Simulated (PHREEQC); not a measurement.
A solution holds 2.6 mmol/kgw HF, 20 mmol/kgw AlCl3 and 21 mmol/kgw MnSO4, at 20 °C. Closed to the air; pH follows from the charge balance.

Computed with PHREEQC (ion-association model, wateq4f.dat).

No solid was allowed to form.

Q: Predict the pH, ionic strength.

A: pH 2.76; ionic strength 0.119 mol/kgw.

Q: In which forms is F present?

A: AlF+2 96 %, AlF2+ 3.8 % of the F.

Complexes and solids missing from the database can't appear. Fluoro complexes past AlF4- and FeF3 are missing from the database.
